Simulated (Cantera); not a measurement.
Feed: 1 mol C₃H₈, 1.3 mol O₂, a varied amount of N₂, at 1.33 mbar.

These are equilibrium values from Cantera (NASA tables, ideal gas, pure condensed phases), not measurements of a reactor. Candidate condensed phases: C, C₆H₆, C₇H₈, C₈H₁₈, H₂O; 136 gas species. Kinetics and transport are ignored.

Q: What condenses at these points (T in K, n(N₂) in mol): (2598, 0.39); (2798, 8.2); (2448, 0.83); (2598, 0.39); (2398, 8.2)?

A: 
```tsv
T (K)	n(N₂) in mol	condensed phases	C condensed (%)
2598	0.39	C	6.2
2798	8.2	gas only	0.0
2448	0.83	C	8.1
2598	0.39	C	6.2
2398	8.2	C	2.6
```
